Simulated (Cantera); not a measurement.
Cantera run:

```python
import numpy as np
import cantera as ct

gas_names = """
    C CO CO2 C2 C2O C3 C3O2 C4 C5 Fe FeC5O5 FeO O O2 O3
""".split()
cond_names = """
    C(gr) Fe(a) Fe(c) Fe(d) Fe(L) FeC5O5(L) FeO(s) FeO(L) Fe2O3(s) Fe3O4(s)
""".split()


# ... load() reads the species with a 1 bar reference pressure and builds the phases ...
atoms = {
    'Fe': {'Fe': 1},
    'CO2': {'C': 1, 'O': 2},
    'CO': {'C': 1, 'O': 1},
}
top_T = {'C(gr)': 4500, 'Fe2O3(s)': 1830, 'Fe3O4(s)': 1870}  # K; cautious upper limits of use, not melting points


# ... equilibrate(T, P, feed) seeds the gas with the atoms and calls Mixture.equilibrate('TP', solver="vcs", rtol=1e-11, max_steps=5000) ...
results = []
feed = {'Fe': 1, 'CO2': 0.031, 'CO': 60}  # mol
P = 2200  # Pa
for T in [975, 1075, 1175, 1275, 1375, 1475, 1575, 1675, 1775, 1875]:
    mix = equilibrate(T, P, feed)
    results.append((T, P, feed, dict(zip(mix.species_names, mix.species_moles))))

top = {s: max(r[3][s] / sum(r[3][g] for g in gas_names) for r in results) for s in gas_names}
cols = sorted((s for s in top if top[s] > 1e-06), key=lambda s: -top[s])[:8]
seen = [c for c in cond_names if any(r[3].get(c, 0) > 1e-12 for r in results)]
print("log10 of partial pressures in bar; condensed amounts in mol")
print(f"{'T/K':>10s}" + "".join(f"{s[:9]:>10s}" for s in cols + seen))
for T, P, feed, n in results:
    ng = sum(n[g] for g in gas_names)
    print(f"{T:10.4g}" + "".join(f"{np.log10(max(n[s] / ng * P / 1e5, 1e-99)):10.3f}" for s in cols)
          + "".join(f"{n.get(c, 0):10.4g}" for c in seen))
```

It prints:

```
log10 of partial pressures in bar; condensed amounts in mol
       T/K        CO       CO2        Fe     C(gr)     Fe(a)     Fe(c)     Fe(d)     Fe(L)
       975    -1.666    -3.350   -14.375     1.163         1         0         0         0
      1075    -1.659    -4.184   -12.346     0.147         1         0         0         0
      1175    -1.658    -4.883   -10.677  0.004725         1         0         0         0
      1275    -1.658    -4.945    -9.277         0         0         1         0         0
      1375    -1.658    -4.945    -8.086         0         0         1         0         0
      1475    -1.658    -4.945    -7.059         0         0    0.9998         0         0
      1575    -1.658    -4.945    -6.165         0         0    0.9981         0         0
      1675    -1.658    -4.945    -5.382         0         0         0    0.9887         0
      1775    -1.658    -4.945    -4.691         0         0         0    0.9443         0
      1875    -1.659    -4.946    -4.091         0         0         0         0    0.7778
```

These are equilibrium values from Cantera (NASA tables, ideal gas, pure condensed phases), not measurements of a reactor. Condensed phases not in the tables: cementite and carbon dissolved in iron.
